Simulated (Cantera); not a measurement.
Cantera run, input and output.

```python
import numpy as np
import cantera as ct

gas = ct.Solution("gri30.yaml")
gas.TPX = 1250, 1600, {'H2': 0.033, 'O2': 1}
inlet = ct.Reservoir(gas, clone=True)

reactor = ct.IdealGasConstPressureReactor(gas, energy="off", clone=False)
exhaust = ct.Reservoir(gas, clone=True)
tau = [1.3, 0.52, 0.21, 0.082, 0.033, 0.013, 0.0051, 0.002][0]
for a, b in ((inlet, reactor), (reactor, exhaust)):
    ct.MassFlowController(a, b, mdot=lambda t: reactor.mass / tau)
net = ct.ReactorNet([reactor])
show = ['H2', 'O2', 'H', 'H2O', 'O']

rows = []
print(f"{'tau/s':>10s}{'T/K':>9s}" + "".join(f"{s:>11s}" for s in show))
for tau in [1.3, 0.52, 0.21, 0.082, 0.033, 0.013, 0.0051, 0.002]:
    net.initial_time = 0.0
    net.advance(30 * tau)
    before = gas.X
    net.advance(40 * tau)
    drift = np.max(np.abs(gas.X - before) / (gas.X + 1e-9))
    rows.append([gas.T, *gas[show].X, drift])
    print(f"{tau:10.3e}{gas.T:9.1f}" + "".join(f"{x:11.3e}" for x in gas[show].X))
```

Output:

```
     tau/s      T/K         H2         O2          H        H2O          O
 1.300e+00   1250.0  8.060e-05  9.647e-01  1.077e-04  3.183e-02  2.383e-03
 5.200e-01   1250.0  1.377e-04  9.627e-01  2.500e-04  3.152e-02  4.154e-03
 2.100e-01   1250.0  2.307e-04  9.597e-01  5.418e-04  3.104e-02  6.893e-03
 8.200e-02   1250.0  3.892e-04  9.554e-01  1.091e-03  3.031e-02  1.080e-02
 3.300e-02   1250.0  6.482e-04  9.508e-01  1.863e-03  2.935e-02  1.493e-02
 1.300e-02   1250.0  1.142e-03  9.470e-01  2.752e-03  2.808e-02  1.811e-02
 5.100e-03   1250.0  2.184e-03  9.453e-01  3.563e-03  2.628e-02  1.911e-02
 2.000e-03   1250.0  4.457e-03  9.462e-01  4.110e-03  2.336e-02  1.767e-02
```

Computed with Cantera and GRI-Mech 3.0 (53 species, 325 reactions). Radical loss at walls, strong at low pressure, is not modelled.
